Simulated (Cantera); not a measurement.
A closed system holds: 1 mol SiHCl3, 0.42 mol NH3, 14 mol H2, at 1600 °C and 1330 Pa.

Method: chemical equilibrium by Gibbs-energy minimisation in Cantera with the NASA 1993 tables (ideal gas, pure condensed phases). Candidate condensed phases: NH4Cl, Si, Si3N4; 28 gas species. The tables' values for SiCl, SiCl3 are old estimates; treat these amounts as uncertain. Gases not in the tables: Si2H6 and higher silanes. Kinetics and transport are ignored.

Base state: H2 0.841, HCl 0.104, SiCl2 0.0360, N2 0.0124, H 0.00512, Si 0.000661, SiCl 0.000494, Cl 0.000480 (mole fractions); condensed: Si(l).

**Question.** What changes in the equilibrium state with this change: H2 from 14 to 60 mol?

**Answer.** 
| species | before | after |
|---|---|---|
| H2 | 0.841 | 0.947 |
| HCl | 0.104 | 0.0385 |
| H | 0.00512 | 0.00544 |
| SiCl2 | 0.0360 | 0.00437 |
| N2 | 0.0124 | 0.00333 |
| SiCl3 | 0.000175 | 7.41e-6 |
| Cl | 0.000480 | 0.000167 |
| Si(l), mol | 0.366 | 0.663 |
The tables' values for SiCl are old estimates; treat these amounts as uncertain.

**Question.** What changes in the equilibrium state with this change: H2 from 14 to 35 mol?

**Answer.** 
```tsv
species	before	after
H2	0.841	0.920
HCl	0.104	0.0579
SiCl2	0.0360	0.0102
N2	0.0124	0.00553
SiCl3	0.000175	2.65e-5
Cl	0.000480	0.000256
SiCl	0.000494	0.000263
SiH2	4.12e-5	4.51e-5
Si(l), mol	0.366	0.570
```

**Question.** What changes in the equilibrium state with this change: NH3 from 0.42 to 0.15 mol?

**Answer.** 
| species | before | after |
|---|---|---|
| H2 | 0.841 | 0.844 |
| HCl | 0.104 | 0.107 |
| SiCl2 | 0.0360 | 0.0376 |
| N2 | 0.0124 | 0.00458 |
| SiCl3 | 0.000175 | 0.000187 |
| SiCl | 0.000494 | 0.000505 |
| Cl | 0.000480 | 0.000491 |
| Si(l), mol | 0.366 | 0.360 |
